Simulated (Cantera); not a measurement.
# Si + HCl + H2 (silicon etching in halogen gases)

Charge: 1 mol Si, 21 mol HCl, 0.11 mol H2, at 0.100 bar.

These are equilibrium values from Cantera (NASA tables, ideal gas, pure condensed phases), not measurements of a reactor. Candidate condensed phases: Si; 19 gas species. The tables' values for SiCl3 are old estimates; treat these amounts as uncertain. Equilibrium is a limit: real reactors are often held back by kinetics, nucleation or transport.

```tsv
T (K)	x HCl	x H2	x SiCl4	x SiCl3
800	0.845	0.105	0.0497	3.77e-8
850	0.845	0.105	0.0497	1.79e-7
900	0.845	0.105	0.0497	7.12e-7
950	0.845	0.105	0.0497	2.44e-6
1000	0.845	0.105	0.0497	7.38e-6
1050	0.845	0.105	0.0496	2.00e-5
1100	0.845	0.105	0.0496	4.95e-5
1150	0.846	0.105	0.0495	0.000113
1200	0.846	0.105	0.0493	0.000239
1250	0.846	0.104	0.0490	0.000474
1300	0.846	0.104	0.0484	0.000887
1350	0.847	0.103	0.0475	0.00156
1400	0.848	0.102	0.0460	0.00260
1450	0.850	0.101	0.0437	0.00406
```
x: gas mole fraction; nothing condenses.

From 800 K to 1450 K nothing is condensed. The main Si-bearing gas is SiCl4 throughout.
